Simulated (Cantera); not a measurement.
Dilute partial oxidation

An isothermal, constant-pressure homogeneous reactor starts with CH₃OH : O₂ : N₂ = 0.0083 : 0.012 : 1 (molar parts), equivalence ratio 1.0, at 973 K and 750 Torr.

Detailed kinetics in Cantera: GRI-Mech 3.0 (53 species, 325 reactions). GRI-Mech 3.0 was tuned for natural gas; its chemistry of methanol as a main component is partial and can be far from experiment. Below about 1000 K GRI-Mech 3.0 lacks low-temperature oxidation paths.

```json
[
 {"t (s)": "0.000500", "x CH₃OH": "0.00813", "x O₂": "0.0118", "x N₂O": "<1e-12", "x CH₃": "1.99e-11", "x CO₂": "8.89e-12", "x CH₂": "<1e-12"},
 {"t (s)": "0.00125", "x CH₃OH": "0.00813", "x O₂": "0.0118", "x N₂O": "<1e-12", "x CH₃": "3.90e-11", "x CO₂": "2.23e-11", "x CH₂": "<1e-12"},
 {"t (s)": "0.00313", "x CH₃OH": "0.00813", "x O₂": "0.0118", "x N₂O": "<1e-12", "x CH₃": "5.87e-11", "x CO₂": "5.57e-11", "x CH₂": "<1e-12"},
 {"t (s)": "0.00783", "x CH₃OH": "0.00813", "x O₂": "0.0118", "x N₂O": "<1e-12", "x CH₃": "6.52e-11", "x CO₂": "1.39e-10", "x CH₂": "<1e-12"},
 {"t (s)": "0.0196", "x CH₃OH": "0.00813", "x O₂": "0.0118", "x N₂O": "<1e-12", "x CH₃": "6.54e-11", "x CO₂": "3.49e-10", "x CH₂": "<1e-12"},
 {"t (s)": "0.0490", "x CH₃OH": "0.00813", "x O₂": "0.0118", "x N₂O": "<1e-12", "x CH₃": "6.51e-11", "x CO₂": "8.72e-10", "x CH₂": "<1e-12"},
 {"t (s)": "0.122", "x CH₃OH": "0.00813", "x O₂": "0.0118", "x N₂O": "<1e-12", "x CH₃": "6.45e-11", "x CO₂": "2.18e-9", "x CH₂": "<1e-12"},
 {"t (s)": "0.306", "x CH₃OH": "0.00813", "x O₂": "0.0118", "x N₂O": "1.09e-12", "x CH₃": "6.32e-11", "x CO₂": "5.46e-9", "x CH₂": "<1e-12"},
 {"t (s)": "0.766", "x CH₃OH": "0.00813", "x O₂": "0.0118", "x N₂O": "6.86e-12", "x CH₃": "5.98e-11", "x CO₂": "1.37e-8", "x CH₂": "<1e-12"},
 {"t (s)": "1.92", "x CH₃OH": "0.00813", "x O₂": "0.0118", "x N₂O": "5.62e-11", "x CH₃": "4.40e-11", "x CO₂": "3.46e-8", "x CH₂": "<1e-12"},
 {"t (s)": "4.79", "x CH₃OH": "<1e-12", "x O₂": "2.91e-7", "x N₂O": "1.64e-8", "x CH₃": "<1e-12", "x CO₂": "0.00771", "x CH₂": "<1e-12"},
 {"t (s)": "12.0", "x CH₃OH": "<1e-12", "x O₂": "1.40e-8", "x N₂O": "7.74e-9", "x CH₃": "<1e-12", "x CO₂": "0.00777", "x CH₂": "<1e-12"},
 {"t (s)": "30.0", "x CH₃OH": "<1e-12", "x O₂": "2.74e-9", "x N₂O": "5.13e-9", "x CH₃": "<1e-12", "x CO₂": "0.00780", "x CH₂": "<1e-12"}
]
```
x: mole fraction; the columns are a selection and need not sum to one.

Equilibrium at this temperature and pressure: CH₃OH <1e-12, O₂ <1e-12, N₂O <1e-12, CH₃ <1e-12, CO₂ 0.00789, CH₂ <1e-12 (gas phase only).
